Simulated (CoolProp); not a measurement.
A simple Rankine cycle with R1132(E): condensing at 289.15 K, boiler at 3.91 MPa, turbine inlet 340.2 K, turbine efficiency 0.7, pump efficiency 0.6, no recuperator. Each further row changes one setting.

The numbers come from the reference Helmholtz-energy equation of state, Akasaka 2024 in CoolProp.

```tsv
case	thermal efficiency (%)	net work (kJ/kg)	heat in (kJ/kg)	turbine exit temperature (K)	volume ratio over the turbine
as stated	7.0	16.2	234	289.1	3.27
turbine inlet 360.2 K	?	20.6	271	306.7	3.04
condensing temperature 281.15 K	8.2	20.3	248	281.2	4.12
boiler pressure 2.74 MPa	?	?	264	?	?
turbine efficiency 0.6	5.7	13.3	234	289.1	3.31
```

Question: Complete the blanks.

Answer: 
- turbine inlet 360.2 K, thermal efficiency (%): 7.6
- boiler pressure 2.74 MPa, thermal efficiency (%): 5.6
- boiler pressure 2.74 MPa, net work (kJ/kg): 14.6
- boiler pressure 2.74 MPa, turbine exit temperature (K): 305.9
- boiler pressure 2.74 MPa, volume ratio over the turbine: 2.10

The expansion ends wet for: as stated; condensing temperature 281.15 K; turbine efficiency 0.6.
